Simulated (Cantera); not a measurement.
An adiabatic, constant-volume homogeneous reactor starts with CH3OH : O2 : N2 = 1 : 1.25 : 4.7 (molar parts), at 973 K and 8.60 bar.

Computed with Cantera and GRI-Mech 3.0 (53 species, 325 reactions). GRI-Mech 3.0 was tuned for natural gas; its chemistry of methanol as a main component is partial and can be far from experiment. Below about 1000 K GRI-Mech 3.0 lacks low-temperature oxidation paths.

One state of this run: T (K) = 2904; P (bar) = 28.8; x CH3OH = <1e-12; x O2 = 0.00323; x OH = 0.00979; x H2 = 0.0239; x C2H6 = <1e-12; x C2H = <1e-12; x HCO = 4.56e-7. x: mole fraction; the columns are a selection and need not sum to one.

Q: Which value of t (s) does it belong to?
(A) 0.0109
(B) 0.0459
(C) 0.0945
(D) 0.194

A: D, 0.194
